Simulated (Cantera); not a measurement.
Source: NASA polynomial tables (part measured, part estimated), evaluated in Cantera. Values are per mole of reaction as written; species without (g) are pure solids or liquids, kept so even where they would boil at 1 bar. TiC: taken at fixed stoichiometry.

Question: Between 300 and 500 K, where is each reaction favourable under standard conditions?
- 4 Ti + C6H6(g) = 2 CH3(g) + 4 TiC

Answer: 
- 4 Ti + C6H6(g) = 2 CH3(g) + 4 TiC: ΔG° is -553 kJ at 300 K and -574 kJ at 500 K; it stays negative (K > 1). ΔH° is -520 kJ and ΔS° 107 J/K at 500 K.
